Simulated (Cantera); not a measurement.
Low-pressure radical oxidation in H2/O2

An isothermal, constant-pressure homogeneous reactor starts with H2 : O2 : N2 = 0.018 : 1 : 0.12 (molar parts), equivalence ratio 0.0090, at 900 K and 0.0267 bar.

Computed with Cantera and the H2/O2 subset of GRI-Mech 3.0, which has no nitrogen chemistry. Radical loss at walls, strong at low pressure, is not modelled. Below about 950 K walls govern HO2 and H2O2 in real vessels.

```
t (s)         x H2   x O2     x H2O     x HO2       x H
--------  --------  -----  --------  --------  --------
9.00e-5     0.0158  0.879    <1e-12  1.18e-12    <1e-12
0.000388    0.0158  0.879  1.89e-12  5.32e-12  2.95e-12
0.00167     0.0158  0.879  8.85e-11  2.96e-11  2.71e-11
0.00722     0.0158  0.879   3.95e-7   3.24e-8   9.01e-8
0.0311    0.000536  0.877    0.0152   6.35e-6   9.92e-5
0.134      4.67e-5  0.878    0.0159   1.05e-6   1.01e-6
0.579      6.10e-6  0.878    0.0159   2.02e-7   2.88e-8
2.49       5.06e-7  0.878    0.0159   2.79e-8  8.64e-10
10.8       1.74e-8  0.878    0.0159   3.28e-9  2.93e-11
46.4      2.03e-10  0.878    0.0159  5.11e-10  1.67e-12
200       1.84e-11  0.878    0.0159  1.11e-10    <1e-12
```
x: mole fraction; the columns are a selection and need not sum to one.

Equilibrium at this temperature and pressure: H2 <1e-12, O2 0.878, H2O 0.0159, HO2 7.43e-11, H <1e-12 (gas phase only).
